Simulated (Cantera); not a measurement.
An adiabatic, constant-volume homogeneous reactor starts with CO : H2 : CH4 : O2 : N2 : CO2 : H2O = 1 : 0.33 : 0.23 : 3.12 : 11.8 : 4.7 : 0.03 (molar parts), equivalence ratio 0.36, at 1323 K and 240000 Pa.

Model: GRI-Mech 3.0 (53 species, 325 reactions), integrated in Cantera.

Question: Predict: time of steepest temperature rise; temperature at 3.00 s; equilibrium temperature; x(CO) at 3.00 s; x(H2) at 3.00 s; x(OH) at 3.00 s.

Answer: 
```
Quantity                                                            Result
---------------------------------  ---------------------------------------
time of steepest temperature rise                                  93.5 µs
temperature at 3.00 s                                               2057 K
equilibrium temperature                                             2057 K
x(CO) at 3.00 s                    0.00104 (gas-phase equilibrium 0.00104)
x(H2) at 3.00 s                    2.97e-5 (gas-phase equilibrium 2.97e-5)
x(OH) at 3.00 s                    0.00100 (gas-phase equilibrium 0.00100)
```
